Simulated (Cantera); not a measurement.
What does this Cantera script print?

```python
import numpy as np
import cantera as ct

gas_names = """
    H HO2 H2 H2O H2O2 H2S H2SO4 O OH O2 O3 S SH SO SO2 SO3 S2 S2O S8
""".split()
cond_names = """
    H2O(s) H2O(L) H2SO4(L) S(cr1) S(cr2) S(L)
""".split()


# ... load() reads the species with a 1 bar reference pressure and builds the phases ...
atoms = {
    'H2S': {'H': 2, 'S': 1},
    'H2O': {'H': 2, 'O': 1},
}
top_T = {}  # K; cautious upper limits of use, not melting points


# ... equilibrate(T, P, feed) seeds the gas with the atoms and calls Mixture.equilibrate('TP', solver="vcs", rtol=1e-11, max_steps=5000) ...
results = []
feed = {'H2S': 1, 'H2O': 0.054}  # mol
P = 11  # Pa
for T in [600, 700, 800, 900, 1000, 1100, 1200, 1300, 1400]:
    mix = equilibrate(T, P, feed)
    results.append((T, P, feed, dict(zip(mix.species_names, mix.species_moles))))
    x = sorted(zip(gas.X, gas.species_names), reverse=True)
    print(f"T = {T:g} K  P = {P:g} Pa  gas = {mix.phase_moles(0):.4g} mol")
    print("   x: " + "  ".join(f"{s} {v:.3e}" for v, s in x if v > 1e-06))
    print("   condensed (mol): " + ("  ".join(f"{mix.phase(i).name} {mix.phase_moles(i):.4g}"
          for i in range(1, mix.n_phases) if mix.phase_moles(i) > 1e-12) or "none"))
```

Result:

```
T = 600 K  P = 11 Pa  gas = 1.058 mol
   x: H2S 9.366e-01  H2O 5.102e-02  H2 8.274e-03  S2 4.137e-03
   condensed (mol): none
T = 700 K  P = 11 Pa  gas = 1.077 mol
   x: H2S 8.856e-01  H2O 5.014e-02  H2 4.284e-02  S2 2.142e-02
   condensed (mol): none
T = 800 K  P = 11 Pa  gas = 1.131 mol
   x: H2S 7.477e-01  H2 1.364e-01  S2 6.818e-02  H2O 4.774e-02  SH 8.360e-06
   condensed (mol): none
T = 900 K  P = 11 Pa  gas = 1.233 mol
   x: H2S 5.213e-01  H2 2.899e-01  S2 1.449e-01  H2O 4.380e-02  SH 6.195e-05  S2O 1.658e-06  SO2 1.261e-06
   condensed (mol): none
T = 1000 K  P = 11 Pa  gas = 1.353 mol
   x: H2 4.424e-01  H2S 2.963e-01  S2 2.211e-01  H2O 3.989e-02  SH 2.564e-04  S2O 3.490e-06  SO2 3.289e-06
   condensed (mol): none
T = 1100 K  P = 11 Pa  gas = 1.446 mol
   x: H2 5.415e-01  S2 2.705e-01  H2S 1.499e-01  H2O 3.732e-02  SH 7.089e-04  SO2 9.260e-06  S2O 6.531e-06  SO 5.339e-06  S 3.644e-06  H 1.814e-06
   condensed (mol): none
T = 1200 K  P = 11 Pa  gas = 1.498 mol
   x: H2 5.918e-01  S2 2.954e-01  H2S 7.523e-02  H2O 3.596e-02  SH 1.526e-03  SO 2.764e-05  S 2.734e-05  SO2 2.592e-05  H 1.447e-05  S2O 1.127e-05
   condensed (mol): none
T = 1300 K  P = 11 Pa  gas = 1.524 mol
   x: H2 6.153e-01  S2 3.066e-01  H2S 3.969e-02  H2O 3.516e-02  SH 2.814e-03  S 1.480e-04  SO 1.145e-04  H 8.274e-05  SO2 6.711e-05  S2O 1.812e-05
   condensed (mol): none
T = 1400 K  P = 11 Pa  gas = 1.538 mol
   x: H2 6.261e-01  S2 3.110e-01  H2O 3.438e-02  H2S 2.235e-02  SH 4.672e-03  S 6.244e-04  SO 3.897e-04  H 3.670e-04  SO2 1.552e-04  S2O 2.715e-05
   condensed (mol): none
```

Method: chemical equilibrium by Gibbs-energy minimisation in Cantera with the NASA 1993 tables (ideal gas, pure condensed phases). Gases not in the tables: S3 to S7.
